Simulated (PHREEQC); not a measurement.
A made-up water analysis in mg/L, 20 °C, pH 6.23, pe 9.5:

| constituent | mg/L |
|---|---|
| Na | 0.0708 |
| K | 0.406 |
| Ca | 0.789 |
| Mg | 0.045 |
| Cl | 0.551 |
| S(6) as SO4 | 0.274 |
| Alkalinity as HCO3 | 2.11 |
| Ba | 0.103 |
| Br | 0.00209 |
| Pb | 0.029 |
| Zn | 0.0236 |

Valence states are taken as typed.

The numbers come from PHREEQC with the ion-association model, wateq4f.dat.

This is a speciation only: nothing precipitates in the calculation.

Order these Pb species by the share of Pb that they hold, largest first: PbOH+, PbCO3, PbHCO3+, Pb+2, PbSO4.

Pb+2 (91 %), PbCO3 (3.8 %), PbOH+ (2.9 %), PbHCO3+ (2.4 %), PbSO4 (0.13 %)

The pH is 6.23 and the ionic strength 8.36e-5 mol/kgw. Species that the database lacks are ignored.
